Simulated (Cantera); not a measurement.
What does this Cantera script print?

```python
import numpy as np
import cantera as ct

surf = ct.Interface("diamond.yaml", "diamond_100")
gas, bulk = surf.adjacent["gas"], surf.adjacent["diamond"]
k = surf.kinetics_species_index(bulk.species_names[0])
cover = ["c6HH", "c6H*", "c6*H", "c6**", "c6HM", "c6B"]

rows, drift = [], 0.0
print(f"{'xH':>10s}{'um/h':>11s}" + "".join(f"{s:>11s}" for s in cover))
for v in [0.0001, 0.0002, 0.00039, 0.00077, 0.0015, 0.003, 0.0059, 0.012, 0.023]:
    T, P, xH, xCH3 = 1100, 9500, v, 0.00069
    gas.TPX = T, P, {"H": xH, "CH3": xCH3, "CH4": 0.0088, "H2": 1 - xH - xCH3 - 0.0088}
    surf.TP = bulk.TP = T, P
    surf.coverages = "c6H*:0.1, c6HH:0.9"
    surf.advance_coverages(100.0)
    before = surf.coverages
    surf.advance_coverages(100.0)
    drift = max(drift, np.max(np.abs(surf.coverages - before) / (surf.coverages + 1e-9)))
    rate = surf.net_production_rates[k] * bulk.mean_molecular_weight / bulk.density * 3.6e9
    rows.append([rate, *surf[cover].coverages])
    print(f"{v:10.4g}{rate:11.4e}" + "".join(f"{x:11.3e}" for x in rows[-1][1:]))
```

Result:

```
        xH       um/h       c6HH       c6H*       c6*H       c6**       c6HM        c6B
    0.0001 2.5658e+00  4.988e-01  1.889e-02  2.994e-01  2.878e-03  1.144e-01  6.962e-09
    0.0002 5.3570e+00  4.603e-01  2.044e-02  3.239e-01  5.060e-03  1.218e-01  1.454e-08
   0.00039 1.0025e+01  4.440e-01  2.156e-02  3.416e-01  7.691e-03  1.194e-01  2.720e-08
   0.00077 1.7166e+01  4.443e-01  2.272e-02  3.599e-01  1.052e-02  1.055e-01  4.658e-08
    0.0015 2.5852e+01  4.559e-01  2.402e-02  3.803e-01  1.307e-02  8.268e-02  7.015e-08
     0.003 3.4809e+01  4.725e-01  2.537e-02  4.011e-01  1.520e-02  5.614e-02  9.446e-08
    0.0059 4.1776e+01  4.870e-01  2.646e-02  4.174e-01  1.667e-02  3.441e-02  1.134e-07
     0.012 4.6647e+01  4.975e-01  2.730e-02  4.287e-01  1.764e-02  1.894e-02  1.266e-07
     0.023 4.9334e+01  5.033e-01  2.792e-02  4.346e-01  1.818e-02  1.046e-02  1.339e-07
```

Detailed kinetics in Cantera: the Harris–Goodwin 1993 mechanism for the reconstructed diamond (100) surface.
